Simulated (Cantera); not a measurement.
Feed: 1 mol Si, 2.4 mol HCl, 1.3 mol H₂, equilibrated at 452 °C and 1.00 bar.

These are equilibrium values from Cantera (NASA tables, ideal gas, pure condensed phases), not measurements of a reactor. Candidate condensed phases: Si; 19 gas species. The tables' values for SiCl₃ are old estimates; treat these amounts as uncertain. Kinetics and transport are ignored.

Base state: H₂ 0.782, SiCl₄ 0.140, SiHCl₃ 0.0743, SiH₂Cl₂ 0.00275, HCl 0.000455, SiH₃Cl 2.22e-5, SiCl₃ 1.09e-5 (mole fractions); condensed: Si(s).

Problem. What changes in the equilibrium state with this change: H₂ from 1.3 to 19 mol?

Solution. 
```csv
species,before,after
H₂,0.782,0.966
SiHCl₃,0.0743,0.0163
SiCl₄,0.140,0.0161
SiCl₃,1.09e-5,2.16e-6
SiH₂Cl₂,0.00275,0.00115
HCl,0.000455,0.000294
"Si(s), mol",0.340,0.305
```
